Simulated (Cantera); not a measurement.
Feed: 1 mol HgO, 7.1 mol H2, held at 677 °C and 950 Pa.

These are equilibrium values from Cantera (NASA tables, ideal gas, pure condensed phases), not measurements of a reactor. Candidate condensed phases: H2O, Hg, HgO; 10 gas species. Kinetics and transport are ignored.

Base state: H2 0.753, H2O 0.123, Hg 0.123 (mole fractions); condensed: gas only.

### Question
What changes in the equilibrium state with this change: H2 from 7.1 to 0.23 mol?

### Answer
```tsv
species	before	after
Hg	0.123	0.619
O2	<1e-9	0.238
H2O	0.123	0.142
H2	0.753	<1e-9
```
